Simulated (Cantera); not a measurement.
An adiabatic, constant-pressure homogeneous reactor starts with CH₄ : O₂ : N₂ = 1 : 1.43 : 4.43 (molar parts), at 1350 K and 1130 Torr. Integrator tolerance rtol = 1e-08.

Computed with Cantera and GRI-Mech 3.0 (53 species, 325 reactions).

What does this change do: constant volume in place of constant pressure?


```
quantity                                                            before                                      after
---------------------------------  ---------------------------------------  -----------------------------------------
time of steepest temperature rise                                  4.62 ms                                    4.31 ms
temperature at 0.200 s                                              2767 K                                     2992 K
equilibrium temperature                                             2767 K                                     2992 K
x(CH₄) at 0.200 s                    <1e-12 (gas-phase equilibrium <1e-12)  1.30e-12 (gas-phase equilibrium 1.57e-12)
x(O₂) at 0.200 s                   0.00204 (gas-phase equilibrium 0.00204)    0.00355 (gas-phase equilibrium 0.00355)
x(CO) at 0.200 s                     0.0931 (gas-phase equilibrium 0.0931)      0.0965 (gas-phase equilibrium 0.0965)
x(C₂H₆) at 0.200 s                   <1e-12 (gas-phase equilibrium <1e-12)      <1e-12 (gas-phase equilibrium <1e-12)
x(CH₂) at 0.200 s                    <1e-12 (gas-phase equilibrium <1e-12)  4.17e-12 (gas-phase equilibrium 4.37e-12)
x(H₂) at 0.200 s                     0.0646 (gas-phase equilibrium 0.0646)      0.0669 (gas-phase equilibrium 0.0669)
```

What does this change do: initial temperature 1350 to 1400 K?


```csv
quantity,before,after
time of steepest temperature rise,4.62 ms,2.56 ms
temperature at 0.200 s,2767 K,2788 K
equilibrium temperature,2767 K,2788 K
x(CH₄) at 0.200 s,<1e-12 (gas-phase equilibrium <1e-12),<1e-12 (gas-phase equilibrium <1e-12)
x(O₂) at 0.200 s,0.00204 (gas-phase equilibrium 0.00204),0.00235 (gas-phase equilibrium 0.00235)
x(CO) at 0.200 s,0.0931 (gas-phase equilibrium 0.0931),0.0936 (gas-phase equilibrium 0.0936)
x(C₂H₆) at 0.200 s,<1e-12 (gas-phase equilibrium <1e-12),<1e-12 (gas-phase equilibrium <1e-12)
x(CH₂) at 0.200 s,<1e-12 (gas-phase equilibrium <1e-12),<1e-12 (gas-phase equilibrium <1e-12)
x(H₂) at 0.200 s,0.0646 (gas-phase equilibrium 0.0646),0.0650 (gas-phase equilibrium 0.0650)
```

What does this change do: pressure from 1130 Torr to 21800 Torr?


```csv
quantity,before,after
time of steepest temperature rise,4.62 ms,0.279 ms
temperature at 0.200 s,2767 K,2915 K
equilibrium temperature,2767 K,2915 K
x(CH₄) at 0.200 s,<1e-12 (gas-phase equilibrium <1e-12),7.15e-11 (gas-phase equilibrium 8.13e-11)
x(O₂) at 0.200 s,0.00204 (gas-phase equilibrium 0.00204),0.000398 (gas-phase equilibrium 0.000398)
x(CO) at 0.200 s,0.0931 (gas-phase equilibrium 0.0931),0.0926 (gas-phase equilibrium 0.0926)
x(C₂H₆) at 0.200 s,<1e-12 (gas-phase equilibrium <1e-12),<1e-12 (gas-phase equilibrium <1e-12)
x(CH₂) at 0.200 s,<1e-12 (gas-phase equilibrium <1e-12),1.78e-11 (gas-phase equilibrium 1.93e-11)
x(H₂) at 0.200 s,0.0646 (gas-phase equilibrium 0.0646),0.0624 (gas-phase equilibrium 0.0624)
```
The pressure lies above the range GRI-Mech 3.0 was tuned for (to about 10 atm).
